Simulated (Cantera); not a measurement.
A Cantera script and what it prints.

```python
import numpy as np
import cantera as ct

gas_names = [...]  # 113 gases of nasa_gas.yaml made of C, H, O, Ti
cond_names = """
    C(gr) C6H6(L) C7H8(L) C8H18(L),n-octa H2O(s) H2O(L) Ti(a) Ti(b) Ti(L) TiC(s) TiC(L) TiO(a) TiO(b)
    TiO(L) TiO2(ru) TiO2(L) Ti2O3(a) Ti2O3(b) Ti2O3(L) Ti3O5(a) Ti3O5(b) Ti3O5(L) Ti4O7(s) Ti4O7(L)
""".split()


# ... load() reads the species with a 1 bar reference pressure and builds the phases ...
atoms = {
    'Ti': {'Ti': 1},
    'CO': {'C': 1, 'O': 1},
    'H2': {'H': 2},
}
top_T = {'C(gr)': 4500}  # K; cautious upper limits of use, not melting points


# ... equilibrate(T, P, feed) seeds the gas with the atoms and calls Mixture.equilibrate('TP', solver="vcs", rtol=1e-11, max_steps=5000) ...
results = []
feed = {'Ti': 1, 'CO': 0.14, 'H2': 1.1}  # mol
P = 1000  # Pa
for T in [1100, 1250, 1400, 1550, 1700, 1850, 2000]:
    mix = equilibrate(T, P, feed)
    results.append((T, P, feed, dict(zip(mix.species_names, mix.species_moles))))

top = {s: max(r[3][s] / sum(r[3][g] for g in gas_names) for r in results) for s in gas_names}
cols = sorted((s for s in top if top[s] > 0.0001), key=lambda s: -top[s])[:9]
seen = [c for c in cond_names if any(r[3].get(c, 0) > 1e-12 for r in results)]
print("log10 of partial pressures in bar; condensed amounts in mol")
print(f"{'T/K':>10s}" + "".join(f"{s[:9]:>10s}" for s in cols + seen))
for T, P, feed, n in results:
    ng = sum(n[g] for g in gas_names)
    print(f"{T:10.4g}" + "".join(f"{np.log10(max(n[s] / ng * P / 1e5, 1e-99)):10.3f}" for s in cols)
          + "".join(f"{n.get(c, 0):10.4g}" for c in seen))
```

Result:

```
log10 of partial pressures in bar; condensed amounts in mol
       T/K        H2         H        Ti     Ti(a)     Ti(b)     Ti(L)    TiC(s)    TiO(a)    TiO(b)
      1100    -2.000    -8.587   -14.822      0.72         0         0      0.14      0.14         0
      1250    -2.000    -7.316   -12.177         0      0.72         0      0.14      0.14         0
      1400    -2.000    -6.313   -10.112         0      0.72         0      0.14         0      0.14
      1550    -2.000    -5.502    -8.452         0      0.72         0      0.14         0      0.14
      1700    -2.001    -4.832    -7.090         0      0.72         0      0.14         0      0.14
      1850    -2.002    -4.270    -5.953         0    0.7199         0      0.14         0      0.14
      2000    -2.008    -3.793    -5.003         0         0    0.7191    0.1399         0    0.1398
```

These are equilibrium values from Cantera (NASA tables, ideal gas, pure condensed phases), not measurements of a reactor. Mutual solubility and eutectic melting of coexisting phases are not modelled. TiC, TiO: taken at fixed stoichiometry. Condensed phases not in the tables: solid solutions among these carbides, nitrides and lower oxides, N, O or C dissolved in the metal.
